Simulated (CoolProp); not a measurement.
Vapour-liquid equilibrium of R125 (1) + cyclopropane (2) at 852 kPa; x and y are mole fractions of (1).

Values from CoolProp's multi-fluid Helmholtz-energy mixture model, Lemmon 2005 and Polt 1992; pair parameters Bell 2016. This equation is an older, rougher fit; its heat capacities, sound speeds and derivatives of the liquid may be far off and weren't checked against measurements.

Q: Give the bubble temperature and the first vapour's composition at x = 0.05, 0.2, 0.35. Is there an azeotrope?

A: x = 0.05: 24.3 °C, y = 0.182; x = 0.2: 13.8 °C, y = 0.443; x = 0.35: 9.6 °C, y = 0.551. y crosses x between x = 0.65 and 0.8: the model has an azeotrope there.

Pair parameters are fitted to limited data, so mixtures are less certain than the pure fluids.
